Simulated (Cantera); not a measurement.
# Low-pressure radical oxidation in H2/O2

An isothermal, constant-pressure homogeneous reactor starts with H2 : O2 : N2 = 0.065 : 1 : 0.12 (molar parts), at 1400 K and 0.825 Torr.

Computed with Cantera and the H2/O2 subset of GRI-Mech 3.0, which has no nitrogen chemistry. Radical loss at walls, strong at low pressure, is not modelled. The temperature is held fixed by assumption; the heat of reaction is taken as removed at once.

| t (s) | x H2 | x O2 | x H2O2 | x O | x OH | x HO2 | x H2O |
|---|---|---|---|---|---|---|---|
| 5.00e-6 | 0.0549 | 0.844 | <1e-12 | 4.00e-12 | 4.00e-12 | 4.47e-10 | <1e-12 |
| 2.73e-5 | 0.0549 | 0.844 | <1e-12 | 1.15e-10 | 1.15e-10 | 2.44e-9 | 1.95e-12 |
| 0.000150 | 0.0549 | 0.844 | 1.66e-12 | 2.96e-9 | 2.89e-9 | 1.34e-8 | 2.79e-10 |
| 0.000818 | 0.0549 | 0.844 | 4.88e-11 | 5.73e-8 | 5.11e-8 | 7.30e-8 | 2.89e-8 |
| 0.00447 | 0.0548 | 0.844 | 1.32e-9 | 5.13e-6 | 4.21e-6 | 3.96e-7 | 7.17e-6 |
| 0.0245 | 0.00119 | 0.798 | 5.08e-9 | 0.0389 | 0.00651 | 1.64e-7 | 0.0466 |
| 0.134 | 0.00109 | 0.798 | 4.86e-9 | 0.0389 | 0.00631 | 1.62e-7 | 0.0469 |
| 0.731 | 0.00104 | 0.800 | 4.84e-9 | 0.0368 | 0.00618 | 1.60e-7 | 0.0474 |
| 4.00 | 0.000812 | 0.810 | 4.66e-9 | 0.0278 | 0.00548 | 1.50e-7 | 0.0495 |
x: mole fraction; the columns are a selection and need not sum to one.

Equilibrium at this temperature and pressure: H2 8.43e-7, O2 0.839, H2O2 1.91e-10, O 2.63e-5, OH 0.000180, HO2 3.49e-8, H2O 0.0563 (gas phase only).
